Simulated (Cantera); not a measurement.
A Cantera script and its output.

```python
import numpy as np
import cantera as ct

gas = ct.Solution("gri30.yaml")


def delay(T, t_max=10):
    gas.TPX = T, 380000, {'CH3OH': 1, 'O2': 0.882, 'N2': 3.53}
    reactor = ct.IdealGasConstPressureReactor(gas, clone=False)
    net = ct.ReactorNet([reactor])
    net.rtol, net.atol = 1e-8, 1e-16
    while net.time < t_max:
        t_old, T_old = net.time, reactor.T
        net.step()
        if reactor.T > T + 400:  # ignition: a rise of 400 K
            return t_old + (T + 400 - T_old) / (reactor.T - T_old) * (net.time - t_old)
    return np.nan


taus = []
for T in [1050, 1125, 1200, 1275, 1350, 1425, 1500, 1575, 1650, 1725]:
    taus.append(delay(T))
    print(f"T0 = {T:6g} K   tau = {taus[-1]:.4e} s")
```

Output:

```
T0 =   1050 K   tau = 4.9737e-02 s
T0 =   1125 K   tau = 1.0633e-02 s
T0 =   1200 K   tau = 2.7748e-03 s
T0 =   1275 K   tau = 8.5847e-04 s
T0 =   1350 K   tau = 3.0820e-04 s
T0 =   1425 K   tau = 1.2630e-04 s
T0 =   1500 K   tau = 5.8197e-05 s
T0 =   1575 K   tau = 2.9671e-05 s
T0 =   1650 K   tau = 1.6457e-05 s
T0 =   1725 K   tau = 9.7784e-06 s
```

Detailed kinetics in Cantera: GRI-Mech 3.0 (53 species, 325 reactions). GRI-Mech 3.0 was tuned for natural gas; its chemistry of methanol as a main component is partial and can be far from experiment.
